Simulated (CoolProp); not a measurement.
Water at 298.15 K and 0.127 MPa flows at 0.37 m/s in a round tube of 50 mm bore and 1.5 µm roughness, fully developed (64/Re and Nu = 3.66 if laminar; Colebrook and Gnielinski if turbulent). Each further row changes one setting.

Values from CoolProp's reference Helmholtz-energy equation of state, Wagner 2002.

| case | Reynolds number | Darcy friction factor | pressure drop (Pa/m) | heat-transfer coefficient (W/(m² K)) | mass flow (kg/h) |
|---|---|---|---|---|---|
| as stated | 20700 | 0.0257 | 35.1 | 1750 | 2610 |
| velocity 0.74 m/s | 41400 | 0.0219 | 120 | 3220 | 5220 |
| diameter 100 mm | 41400 | 0.0218 | 14.9 | 1610 | 10400 |

Viscosity comes from a separate model (Huber 2009). Thermal conductivity comes from a separate model (Huber 2012).
